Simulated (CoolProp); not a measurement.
n-octane at several states: density (kg/m³) from the reference equation and from simpler models built on Tc = 568.7 K, pc = 24.84 bar, ω = 0.398; each cubic takes its own stable root.

Model: reference Helmholtz-energy equation of state, Beckmüller 2019, in CoolProp.

| T (K) | p (bar) | phase | reference |
|---|---|---|---|
| 608.6 | 125 | supercritical | 439.9 |
| 369.6 | 97.1 | liquid | 651.6 |
| 259.2 | 6.17 | liquid | 730.0 |

Task: How far does each simpler model (van der Waals, Soave-Redlich-Kwong, Peng-Robinson) lie from the reference over these 3 states: mean and median of the absolute difference, and the worst?

Result: 
- van der Waals: mean 37.6 %, median 40.7 %, worst -44.7 % at 259.2 K and 6.17 bar
- Soave-Redlich-Kwong: mean 13.4 %, median 12.6 %, worst -15.3 % at 259.2 K and 6.17 bar
- Peng-Robinson: mean 3.2 %, median 2.9 %, worst -4.9 % at 259.2 K and 6.17 bar
